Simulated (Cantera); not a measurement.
Charge: 1 mol Cr₂O₃, 240 mol H₂, 48 mol N₂, at 1.00 bar.

Cantera equilibrium calculation (NASA polynomials, part measured and part estimated; ideal gas, pure solids and liquids). Candidate condensed phases: Cr, CrN, Cr₂N, Cr₂O₃, H₂O; 29 gas species. Mutual solubility and eutectic melting of coexisting phases are not modelled. Kinetics and transport are ignored.

log p: log10 of the partial pressure in bar; n: condensed amount in mol.

```
T (°C)  log p H₂  log p N₂  log p H₂O  log p H  log p Cr  log p NH₃  log p CrO  n CrN(s)  n Cr₂O₃(s)  n Cr₂N(s)  n Cr(s)
------  --------  --------  ---------  -------  --------  ---------  ---------  --------  ----------  ---------  -------
725        -0.08     -0.78      -4.05    -8.71      <-12      -3.74       <-12    0.0173       0.991          0        0
875        -0.08     -0.78      -3.69    -7.18         …      -4.12       <-12    0.0389       0.981          0        0
1025       -0.08     -0.78      -3.36    -6.01         …      -4.41       <-12         0       0.958     0.0417        0
1175       -0.08     -0.78      -3.01    -5.08         …      -4.65     -10.41         0       0.905     0.0947        0
1325       -0.08     -0.78      -2.72    -4.31         …      -4.84      -8.50         0       0.816      0.184        0
1475       -0.08     -0.78      -2.38    -3.68         …      -5.00      -6.97         0       0.597          0    0.794
1625       -0.08     -0.78      -2.09    -3.15         …      -5.13      -5.69         0       0.212          0     1.48
```

Problem. What belongs in the gaps?

Solution. 
- 875, log p Cr: -11.33
- 1025, log p Cr: -8.79
- 1175, log p Cr: -6.93
- 1325, log p Cr: -5.44
- 1475, log p Cr: -4.36
- 1625, log p Cr: -3.47
